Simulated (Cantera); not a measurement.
Diamond growth

A diamond (100) surface in a fixed gas of H2 with x(CH4) = 0.0027, x(H) = 0.00032, x(CH3) = 2.6e-05, at 1125 K; coverages are run to steady state.

Cantera simulation using the Harris–Goodwin 1993 mechanism for the reconstructed diamond (100) surface; the numbers are that mechanism's predictions, not measurements.

```json
[
 {"P (Pa)": "1100", "growth (µm/h)": "0.0109", "θ c6HH": "0.533", "θ c6H*": "0.0284", "θ c6*H": "0.425", "θ c6**": "0.0121", "θ c6HM": "0.000479"},
 {"P (Pa)": "1800", "growth (µm/h)": "0.0220", "θ c6HH": "0.533", "θ c6H*": "0.0284", "θ c6*H": "0.425", "θ c6**": "0.0121", "θ c6HM": "0.000774"},
 {"P (Pa)": "2900", "growth (µm/h)": "0.0456", "θ c6HH": "0.533", "θ c6H*": "0.0284", "θ c6*H": "0.424", "θ c6**": "0.0121", "θ c6HM": "0.00122"},
 {"P (Pa)": "4700", "growth (µm/h)": "0.0992", "θ c6HH": "0.532", "θ c6H*": "0.0283", "θ c6*H": "0.424", "θ c6**": "0.0120", "θ c6HM": "0.00191"},
 {"P (Pa)": "7600", "growth (µm/h)": "0.221", "θ c6HH": "0.531", "θ c6H*": "0.0283", "θ c6*H": "0.423", "θ c6**": "0.0120", "θ c6HM": "0.00293"},
 {"P (Pa)": "12000", "growth (µm/h)": "0.475", "θ c6HH": "0.530", "θ c6H*": "0.0282", "θ c6*H": "0.422", "θ c6**": "0.0120", "θ c6HM": "0.00428"},
 {"P (Pa)": "20000", "growth (µm/h)": "1.10", "θ c6HH": "0.529", "θ c6H*": "0.0281", "θ c6*H": "0.421", "θ c6**": "0.0120", "θ c6HM": "0.00628"},
 {"P (Pa)": "33000", "growth (µm/h)": "2.44", "θ c6HH": "0.527", "θ c6H*": "0.0280", "θ c6*H": "0.419", "θ c6**": "0.0119", "θ c6HM": "0.00868"}
]
```
θ: site fractions in the mechanism's names (c6HH fully hydrogenated, c6H* and c6*H radical sites, c6** diradical, c6HM methylated).
